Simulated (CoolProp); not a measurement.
Model: reference Helmholtz-energy equation of state, Fiedler 2023, in CoolProp.

**Question.** Give the vapour pressure (MPa), vapour density (kg/m³), liquid cp (kJ/(kg K)) of saturated tetrahydrofuran at 430.9 K.

**Answer.** 
| T (K) | p (MPa) | vapour density (kg/m³) | liquid cp (kJ/(kg K)) |
|---|---|---|---|
| 430.9 | 0.979 | 23.1 | 2.33 |
